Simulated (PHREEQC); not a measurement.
## Metal-bearing waste water

Consider water at 20 °C with 92 mmol/kgw FeCl3, 0.4 mmol/kgw CuCl2 and 21 mmol/kgw HCl. Closed to the air; pH follows from the charge balance.

The numbers come from PHREEQC with the ion-association model, wateq4f.dat.

Each row changes one thing in this solution. Precipitation was switched off in this run.

```json
[
 {"case": "as made", "pH": "1.67", "ionic strength (mol/kgw)": "0.371", "Cl- (mol/kgw)": "0.228", "FeCl+2 (mol/kgw)": "0.0456", "Fe+3 (mol/kgw)": "0.0277", "FeCl2+ (mol/kgw)": "0.0120", "SI of Goethite (FeOOH)": "+3.27", "SI of Hematite (Fe2O3)": "+8.52"},
 {"case": "HCl from 0.021 to 0.0042 mol/kgw", "pH": "1.86", "ionic strength (mol/kgw)": "0.372", "Cl- (mol/kgw)": "0.218", "FeCl+2 (mol/kgw)": "0.0417", "Fe+3 (mol/kgw)": "0.0264", "FeCl2+ (mol/kgw)": "0.0105", "SI of Goethite (FeOOH)": "+3.82", "SI of Hematite (Fe2O3)": "+9.62"},
 {"case": "temperature from 20 to 90 °C", "pH": "1.49", "ionic strength (mol/kgw)": "0.356", "Cl- (mol/kgw)": "(withheld)", "FeCl+2 (mol/kgw)": "0.0611", "Fe+3 (mol/kgw)": "0.00665", "FeCl2+ (mol/kgw)": "0.00214", "SI of Goethite (FeOOH)": "+4.06", "SI of Hematite (Fe2O3)": "+10.38"},
 {"case": "diluted 10-fold with water", "pH": "2.30", "ionic strength (mol/kgw)": "0.0489", "Cl- (mol/kgw)": "(withheld)", "FeCl+2 (mol/kgw)": "0.00129", "Fe+3 (mol/kgw)": "0.00414", "FeCl2+ (mol/kgw)": "8.89e-5", "SI of Goethite (FeOOH)": "+4.71", "SI of Hematite (Fe2O3)": "+11.41"},
 {"case": "CuCl2 replaced by AlCl3 at the same molality", "pH": "1.67", "ionic strength (mol/kgw)": "0.373", "Cl- (mol/kgw)": "0.228", "FeCl+2 (mol/kgw)": "0.0456", "Fe+3 (mol/kgw)": "0.0277", "FeCl2+ (mol/kgw)": "0.0120", "SI of Goethite (FeOOH)": "+3.27", "SI of Hematite (Fe2O3)": "+8.52"},
 {"case": "0.044 mol/kgw HNO3 added", "pH": "1.29", "ionic strength (mol/kgw)": "0.411", "Cl- (mol/kgw)": "0.225", "FeCl+2 (mol/kgw)": "0.0481", "Fe+3 (mol/kgw)": "0.0300", "FeCl2+ (mol/kgw)": "0.0119", "SI of Goethite (FeOOH)": "+2.14", "SI of Hematite (Fe2O3)": "+6.27"},
 {"case": "HCl from 0.021 to 0.21 mol/kgw", "pH": "0.79", "ionic strength (mol/kgw)": "0.503", "Cl- (mol/kgw)": "0.393", "FeCl+2 (mol/kgw)": "0.0519", "Fe+3 (mol/kgw)": "0.0191", "FeCl2+ (mol/kgw)": "0.0204", "SI of Goethite (FeOOH)": "+0.43", "SI of Hematite (Fe2O3)": "+2.84"}
]
```

**Question.** Some entries are withheld; supply them.

**Answer.** 
- temperature from 20 to 90 °C, Cl- (mol/kgw): 0.232
- diluted 10-fold with water, Cl- (mol/kgw): 0.0283

Complexes and solids missing from the database can't appear. Some of these states are supersaturated (in Hematite (slow to form), Goethite (slow to form), for instance). Away from 25 °C the constants follow the database's enthalpies or fits; those with neither stay at their 25 °C values.
